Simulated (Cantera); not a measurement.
Feed: 1 mol trisilylamine, 10 mol N2, at 14.0 Pa.

Method: chemical equilibrium by Gibbs-energy minimisation in Cantera with the NASA 1993 tables (ideal gas, pure condensed phases). Candidate condensed phases: Si, Si3N4; 18 gas species. The feed counts by its element totals alone. Kinetics and transport are ignored.

log p: log10 of the partial pressure in bar; n: condensed amount in mol.

```csv
T (K),log p N2,log p H2,log p H,log p Si,n Si3N4(s),n Si(s)
725,-4.04,-4.31,[?],<-15,1.00,0
875,-4.04,-4.31,[?],<-15,1.00,0
1025,-4.04,-4.31,[?],<-15,1.00,0
1175,-4.04,-4.31,[?],-14.84,1.00,0
1325,-4.04,-4.31,[?],-11.35,1.00,0
1475,-4.04,-4.32,[?],-8.58,1.000,0
1625,-4.01,-4.38,[?],-6.79,0,2.98
```

Q: Fill in the missing entries.

A: 
- 725, log p H: -15.19
- 875, log p H: -12.46
- 1025, log p H: -10.52
- 1175, log p H: -9.07
- 1325, log p H: -7.94
- 1475, log p H: -7.04
- 1625, log p H: -6.34
